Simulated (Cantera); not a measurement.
## Hydrocarbon pyrolysis for carbon deposition

An isothermal, constant-pressure homogeneous reactor starts with 1.64 % C₂H₆, 98.4 % N₂, at 1850 K and 10.00 Torr.

Cantera simulation using GRI-Mech 3.0 (53 species, 325 reactions); the numbers are that mechanism's predictions, not measurements. GRI-Mech 3.0 stops at C3 and has no aromatics, soot or wall deposition, so with more carbon than oxygen in the feed, carbon stays in small species such as C2H2 where larger ones or solid carbon would form. Radical loss at walls, strong at low pressure, is not modelled.

```tsv
t (s)	x C₂H₆	x CH₂	x C₂H₂	x HCN	x H₂
3.00e-6	0.0162	5.74e-10	<1e-12	<1e-12	1.44e-8
2.03e-5	0.0154	2.03e-7	6.12e-10	2.14e-12	1.06e-6
0.000138	0.0102	3.53e-5	4.42e-6	9.29e-8	0.000482
0.000932	7.28e-5	9.65e-5	0.00661	3.72e-5	0.0165
0.00631	4.68e-7	1.39e-5	0.0145	8.22e-5	0.0283
0.0428	4.23e-8	2.71e-6	0.0153	0.000102	0.0302
0.290	3.73e-9	7.59e-7	0.0157	0.000123	0.0311
1.96	3.80e-11	1.19e-7	0.0158	0.000166	0.0314
13.3	<1e-12	1.92e-9	0.0158	0.000183	0.0313
90.0	<1e-12	1.08e-9	0.0158	0.000185	0.0313
```
x: mole fraction; the columns are a selection and need not sum to one.

Equilibrium at this temperature and pressure: C₂H₆ <1e-12, CH₂ 2.22e-9, C₂H₂ 0.00203, HCN 0.0277, H₂ 0.0313 (gas phase only).
